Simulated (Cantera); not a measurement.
A Cantera script and what it prints.

```python
import numpy as np
import cantera as ct

gas_names = [...]  # 91 gases of nasa_gas.yaml made of C, Cl, H
cond_names = """
    C(gr) C6H6(L) C7H8(L) C8H18(L),n-octa
""".split()


# ... load() reads the species with a 1 bar reference pressure and builds the phases ...
atoms = {
    'CH3Cl': {'C': 1, 'H': 3, 'CL': 1},
    'HCl': {'H': 1, 'CL': 1},
}
top_T = {'C(gr)': 4500}  # K; cautious upper limits of use, not melting points


# ... equilibrate(T, P, feed) seeds the gas with the atoms and calls Mixture.equilibrate('TP', solver="vcs", rtol=1e-11, max_steps=5000) ...
results = []
feed = {'CH3Cl': 1, 'HCl': 0.15}  # mol
P = 1600  # Pa
for T in [898, 1098, 1298, 1498, 1698, 1898, 2098, 2298, 2498, 2698, 2898, 3098, 3298, 3498]:
    mix = equilibrate(T, P, feed)
    results.append((T, P, feed, dict(zip(mix.species_names, mix.species_moles))))

top = {s: max(r[3][s] / sum(r[3][g] for g in gas_names) for r in results) for s in gas_names}
cols = sorted((s for s in top if top[s] > 0.001), key=lambda s: -top[s])[:5]
seen = [c for c in cond_names if any(r[3].get(c, 0) > 1e-12 for r in results)]
print("log10 of partial pressures in bar; condensed amounts in mol")
print(f"{'T/K':>10s}" + "".join(f"{s[:9]:>10s}" for s in cols + seen))
for T, P, feed, n in results:
    ng = sum(n[g] for g in gas_names)
    print(f"{T:10.4g}" + "".join(f"{np.log10(max(n[s] / ng * P / 1e5, 1e-99)):10.3f}" for s in cols)
          + "".join(f"{n.get(c, 0):10.4g}" for c in seen))
```

Result:

```
log10 of partial pressures in bar; condensed amounts in mol
       T/K         H       HCL        H2        CL        C3     C(gr)
       898   -11.026    -2.067    -2.130   -10.973   -37.233    0.9976
      1098    -8.671    -2.068    -2.128    -8.658   -28.359    0.9997
      1298    -7.034    -2.068    -2.128    -7.047   -22.242    0.9999
      1498    -5.829    -2.068    -2.128    -5.862   -17.777         1
      1698    -4.904    -2.069    -2.129    -4.953   -14.378    0.9998
      1898    -4.172    -2.072    -2.130    -4.236   -11.709    0.9992
      2098    -3.580    -2.086    -2.137    -3.662    -9.559    0.9971
      2298    -3.096    -2.122    -2.155    -3.205    -7.793    0.9914
      2498    -2.704    -2.203    -2.201    -2.857    -6.317    0.9786
      2698    -2.398    -2.357    -2.298    -2.614    -5.067    0.9506
      2898    -2.184    -2.609    -2.482    -2.474    -3.995    0.8504
      3098    -2.078    -2.991    -2.806    -2.433    -3.067    0.1352
      3298    -2.020    -3.388    -3.160    -2.421    -3.058         0
      3498    -2.001    -3.785    -3.540    -2.423    -3.190         0
```

These are equilibrium values from Cantera (NASA tables, ideal gas, pure condensed phases), not measurements of a reactor. The tables' values for CCl are old estimates; treat these amounts as uncertain.
